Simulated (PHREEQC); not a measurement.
AlCl3 is added in steps, without added water, to 1 kg of water holding 0.092 mol CsOH and 0.00062 mol Na2CO3, at 35 °C. Oxygen is held at 0.21 atm. CO2 from the air is kept out. The run lets Gibbsite, Halite, Nahcolite, Natron precipitate or redissolve, and no other solid.

Base run: PHREEQC, ion-association model, wateq4f.dat. Each further column changes one thing. The table gives pH.

```json
[
 {"AlCl3 added (mol)": "0", "base": "12.54", "Debye-Hückel limiting law": "12.49", "all activity coefficients set to 1": "12.65", "Davies equation for every ion": "12.55", "metal-ligand complexes left out": "12.54"},
 {"AlCl3 added (mol)": "0.00875", "base": "12.33", "Debye-Hückel limiting law": "12.29", "all activity coefficients set to 1": "12.44", "Davies equation for every ion": "12.34", "metal-ligand complexes left out": "12.33"},
 {"AlCl3 added (mol)": "0.02187", "base": "11.85", "Debye-Hückel limiting law": "11.81", "all activity coefficients set to 1": "11.97", "Davies equation for every ion": "11.86", "metal-ligand complexes left out": "11.85"},
 {"AlCl3 added (mol)": "0.03062", "base": "10.03", "Debye-Hückel limiting law": "9.96", "all activity coefficients set to 1": "10.20", "Davies equation for every ion": "10.04", "metal-ligand complexes left out": "10.04"},
 {"AlCl3 added (mol)": "0.04375", "base": "3.45", "Debye-Hückel limiting law": "3.80", "all activity coefficients set to 1": "3.16", "Davies equation for every ion": "3.53", "metal-ligand complexes left out": "3.45"},
 {"AlCl3 added (mol)": "0.0525", "base": "3.39", "Debye-Hückel limiting law": "3.82", "all activity coefficients set to 1": "3.09", "Davies equation for every ion": "3.48", "metal-ligand complexes left out": "3.39"},
 {"AlCl3 added (mol)": "0.06563", "base": "3.34", "Debye-Hückel limiting law": "3.87", "all activity coefficients set to 1": "3.02", "Davies equation for every ion": "3.42", "metal-ligand complexes left out": "3.34"},
 {"AlCl3 added (mol)": "0.07437", "base": "3.32", "Debye-Hückel limiting law": "3.91", "all activity coefficients set to 1": "2.98", "Davies equation for every ion": "3.40", "metal-ligand complexes left out": "3.32"},
 {"AlCl3 added (mol)": "0.0875", "base": "3.29", "Debye-Hückel limiting law": "3.97", "all activity coefficients set to 1": "2.94", "Davies equation for every ion": "3.36", "metal-ligand complexes left out": "3.29"},
 {"AlCl3 added (mol)": "0.09625", "base": "3.28", "Debye-Hückel limiting law": "4.01", "all activity coefficients set to 1": "2.92", "Davies equation for every ion": "3.34", "metal-ligand complexes left out": "3.28"},
 {"AlCl3 added (mol)": "0.1094", "base": "3.26", "Debye-Hückel limiting law": "4.06", "all activity coefficients set to 1": "2.90", "Davies equation for every ion": "3.30", "metal-ligand complexes left out": "3.26"},
 {"AlCl3 added (mol)": "0.1181", "base": "3.25", "Debye-Hückel limiting law": "4.10", "all activity coefficients set to 1": "2.88", "Davies equation for every ion": "3.28", "metal-ligand complexes left out": "3.25"},
 {"AlCl3 added (mol)": "0.1313", "base": "3.23", "Debye-Hückel limiting law": "4.16", "all activity coefficients set to 1": "2.86", "Davies equation for every ion": "3.24", "metal-ligand complexes left out": "3.23"},
 {"AlCl3 added (mol)": "0.14", "base": "3.23", "Debye-Hückel limiting law": "4.19", "all activity coefficients set to 1": "2.85", "Davies equation for every ion": "3.22", "metal-ligand complexes left out": "3.23"}
]
```

The ionic strength passes 0.7 mol/kgw, the rough limit of the ion-association models, in part of: base; Debye-Hückel limiting law; all activity coefficients set to 1; Davies equation for every ion; metal-ligand complexes left out.
